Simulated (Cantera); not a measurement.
Feed: 1 mol BN, 0.036 mol H₂, equilibrated at 3073 K and 21.0 Pa.

These are equilibrium values from Cantera (NASA tables, ideal gas, pure condensed phases), not measurements of a reactor. Candidate condensed phases: B, BN; 15 gas species. The numbers say what is thermodynamically allowed, not how fast it happens.

Base state: B 0.635, N₂ 0.317, H 0.0458, BN 0.000906, N 0.000857, B₂ 1.30e-5, H₂ 1.14e-5 (mole fractions); condensed: gas only.

Task: What changes in the equilibrium state with this change: temperature from 3073 K to 1675 K?

Result: 
```tsv
species	before	after
H₂	1.14e-5	0.990
H	0.0458	0.00797
N₂	0.317	0.00169
B	0.635	9.78e-7
BH₂	2.71e-9	4.94e-5
N	0.000857	<1e-9
BN	0.000906	1.76e-9
B(s), mol	0	0.000121
BN(s), mol	0	1.000
```
Mutual solubility and eutectic melting of coexisting phases are not modelled. The tables' values for BH₂ are old estimates; treat these amounts as uncertain.
